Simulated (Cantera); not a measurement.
A jet of CH4 : O2 : N2 = 0.052 : 0.15 : 0.79 (molar parts), equivalence ratio 0.69 at 300 K and 47000 Pa hits a platinum plate 9.2 cm away at a mass flux of 0.18 kg/m²/s; the plate temperature is set and raised in steps from an oxygen-covered start.

Detailed kinetics in Cantera: Deutschmann's 1995 Pt surface mechanism with GRI-Mech 3.0 gas chemistry. Catalytic surfaces can have several steady states; this one follows from the mechanism file's or the stated starting coverage.

x: mole fraction at the wall; θ: surface coverage.

| plate T (K) | wall x CH4 | wall x O2 | wall x H2O | wall x OH | wall x CO | wall x CO2 | θ free Pt | θ O* | θ OH* |
|---|---|---|---|---|---|---|---|---|---|
| 950 | 0.0176 | 0.0767 | 0.0649 | 7.23e-8 | 7.73e-6 | 0.0431 | 0.197 | 0.799 | 0.00376 |
| 1000 | 0.0108 | 0.0624 | 0.0773 | 1.92e-7 | 6.48e-6 | 0.0514 | 0.266 | 0.730 | 0.00379 |
| 1050 | 0.00708 | 0.0547 | 0.0839 | 4.54e-7 | 5.67e-6 | 0.0559 | 0.335 | 0.661 | 0.00357 |
| 1100 | 0.00498 | 0.0504 | 0.0875 | 9.74e-7 | 5.23e-6 | 0.0583 | 0.403 | 0.594 | (withheld) |
| 1150 | 0.00370 | 0.0481 | 0.0895 | 1.93e-6 | 5.11e-6 | 0.0596 | 0.467 | 0.530 | (withheld) |
| 1200 | 0.00261 | 0.0468 | 0.0908 | 3.65e-6 | 6.82e-6 | 0.0599 | 0.528 | 0.470 | (withheld) |

Problem. Complete the blanks.

Solution. 
- 1100, θ OH*: 0.00325
- 1150, θ OH*: 0.00290
- 1200, θ OH*: 0.00257
